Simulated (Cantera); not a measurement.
Predominance diagram of Na at 1225 K against the partial pressures of O2 and S2 (log10, bar). Standard-state values (1 bar) from the NASA 1993 polynomials, evaluated with Cantera. Candidates: Na(l), Na2O(s), Na2S(s), Na2SO4(l). Only these pure phases compete in this equilibrium. Not in the tables: pyrosulfates.

Which phase is stable at these pairs, and which metal-bearing vapour leads over it? (-21.6, -0.1); (-14.4, -4.7); (-36, -7); (-32.4, -5.9); (-10.8, -1.3); (-14.4, -10.4); (-12.6, -10.4)


| log p(O2) | log p(S2) | phase | chief vapour | log p (bar) |
|---|---|---|---|---|
| -21.6 | -0.1 | Na2S(s) | Na | -5.7 |
| -14.4 | -4.7 | Na2S(s) | Na | -4.6 |
| -36 | -7 | Na2S(s) | Na | -4.0 |
| -32.4 | -5.9 | Na2S(s) | Na | -4.3 |
| -10.8 | -1.3 | Na2SO4(l) | Na2SO4 | -6.6 |
| -14.4 | -10.4 | Na2S(s) | Na | -3.1 |
| -12.6 | -10.4 | Na2SO4(l) | Na | -3.5 |
